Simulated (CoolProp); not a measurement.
Computed with CoolProp (reference Helmholtz-energy equation of state, Lemmon 2005). It is a short technical equation, of lower accuracy than the large ones.

**Question.** Give the vapour pressure (MPa), vapour density (kg/m³), liquid cp (kJ/(kg K)), surface tension (mN/m) of saturated isobutene at 269 K.

**Answer.** 
```json
[
 {"T (K)": "269", "p (MPa)": "0.113", "vapour density (kg/m³)": "2.98", "liquid cp (kJ/(kg K))": "2.24", "surface tension (mN/m)": "15.3"}
]
```

Surface tension comes from a separate correlation (Mulero 2012).
